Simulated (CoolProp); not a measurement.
Saturated liquid density (kg/m³) of hexamethyldisiloxane (MM): the reference equation beside estimates from Tc = 245.6 °C, pc = 19.31 bar, ω = 0.418.

The numbers come from the reference Helmholtz-energy equation of state, Thol 2016 in CoolProp.

```json
[
 {"T (°C)": "101.85", "reference": "___", "van der Waals": "406.5", "Peng-Robinson": "711.4"},
 {"T (°C)": "105.55", "reference": "668.7", "van der Waals": "403.8", "Peng-Robinson": "706.3"},
 {"T (°C)": "109.35", "reference": "664.0", "van der Waals": "401.0", "Peng-Robinson": "700.9"},
 {"T (°C)": "113.05", "reference": "659.4", "van der Waals": "398.2", "Peng-Robinson": "___"},
 {"T (°C)": "116.85", "reference": "654.6", "van der Waals": "395.2", "Peng-Robinson": "690.0"},
 {"T (°C)": "120.55", "reference": "649.8", "van der Waals": "392.3", "Peng-Robinson": "___"},
 {"T (°C)": "124.35", "reference": "___", "van der Waals": "389.3", "Peng-Robinson": "678.5"},
 {"T (°C)": "128.05", "reference": "640.0", "van der Waals": "386.3", "Peng-Robinson": "672.6"},
 {"T (°C)": "131.75", "reference": "635.1", "van der Waals": "383.3", "Peng-Robinson": "666.5"},
 {"T (°C)": "135.55", "reference": "___", "van der Waals": "380.1", "Peng-Robinson": "660.1"},
 {"T (°C)": "139.25", "reference": "624.8", "van der Waals": "377.0", "Peng-Robinson": "653.8"},
 {"T (°C)": "143.05", "reference": "619.5", "van der Waals": "373.6", "Peng-Robinson": "647.0"},
 {"T (°C)": "146.75", "reference": "614.2", "van der Waals": "370.4", "Peng-Robinson": "640.2"}
]
```

### Question
Complete the blanks.

### Answer

- 101.85, reference: 673.2
- 113.05, Peng-Robinson: 695.6
- 120.55, Peng-Robinson: 684.4
- 124.35, reference: 644.9
- 135.55, reference: 629.9

Absolute difference from the reference over all 13 rows, mean and median: van der Waals 39.6 and 39.6 %, Peng-Robinson 5.1 and 5.2 %.
